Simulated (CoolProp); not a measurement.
The numbers come from the reference Helmholtz-energy equation of state, McLinden 2020 in CoolProp.

Q: Give the vapour pressure (bar), vapour density (kg/m³), liquid cp (kJ/(kg K)) of saturated R1336mzz(Z) at -53.85, -32.95 °C.

A: 
```json
[
 {"T (°C)": "-53.85", "p (bar)": "0.00807", "vapour density (kg/m³)": "0.0728", "liquid cp (kJ/(kg K))": "1.05"},
 {"T (°C)": "-32.95", "p (bar)": "0.0381", "vapour density (kg/m³)": "0.315", "liquid cp (kJ/(kg K))": "1.10"}
]
```
